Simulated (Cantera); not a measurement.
Charge: 1 mol TiCl₄, 1.1 mol H₂O, 12 mol H₂, at 1950 K and 10000 Pa.

Equilibrium computed with Cantera from the NASA thermochemical tables; the gas is ideal and each condensed phase is pure. Candidate condensed phases: H₂O, Ti, TiCl₂, TiCl₃, TiCl₄, TiO, TiO₂, Ti₂O₃, Ti₃O₅, Ti₄O₇; 23 gas species. The tables' values for TiCl₂ are old estimates; treat these amounts as uncertain. The numbers say what is thermodynamically allowed, not how fast it happens.

Base state: H₂ 0.762, HCl 0.216, TiCl₃ 0.0132, TiCl₂ 0.00440, H 0.00316, Cl 0.000671, TiCl₄ 0.000323, H₂O 0.000318 (mole fractions); condensed: Ti₂O₃(s).

Question: What changes in the equilibrium state with this change: H₂O from 1.1 to 12 mol?

Answer: 
```
species              before     after
-----------------  --------  --------
H₂                    0.762     0.460
H₂O                0.000318     0.384
HCl                   0.216     0.153
TiCl₃                0.0132   2.61e-8
TiOCl₂              5.93e-5   2.57e-7
TiCl₂               0.00440   9.54e-9
TiCl₄              0.000323     <1e-9
TiCl                2.31e-5     <1e-9
OH                  1.20e-7  0.000186
Ti₂O₃(s), mol         0.365         0
TiO₂(rutile), mol         0     1.000
```
Gases not in the tables: TiO(OH)₂.

Question: What changes in the equilibrium state with this change: H₂O from 1.1 to 0.39 mol?

Answer: 
| species | before | after |
|---|---|---|
| H₂ | 0.762 | 0.788 |
| HCl | 0.216 | 0.165 |
| TiCl₃ | 0.0132 | 0.0294 |
| TiCl₂ | 0.00440 | 0.0130 |
| TiCl | 2.31e-5 | 9.12e-5 |
| H₂O | 0.000318 | 8.44e-5 |
| TiCl₄ | 0.000323 | 0.000539 |
| Cl | 0.000671 | 0.000504 |
| Ti₂O₃(s), mol | 0.365 | 0 |
| TiO(s), mol | 0 | 0.388 |
TiO: taken at fixed stoichiometry.

Question: What changes in the equilibrium state with this change: H₂O from 1.1 to 8.6 mol?

Answer: 
```
species              before     after
-----------------  --------  --------
H₂                    0.762     0.529
H₂O                0.000318     0.291
HCl                   0.216     0.176
TiCl₃                0.0132   7.41e-8
TiOCl₂              5.93e-5   4.48e-7
TiCl₄              0.000323   1.78e-9
TiCl₂               0.00440   2.52e-8
TiCl                2.31e-5     <1e-9
OH                  1.20e-7  0.000132
Ti₂O₃(s), mol         0.365         0
TiO₂(rutile), mol         0     1.000
```
Gases not in the tables: TiO(OH)₂.
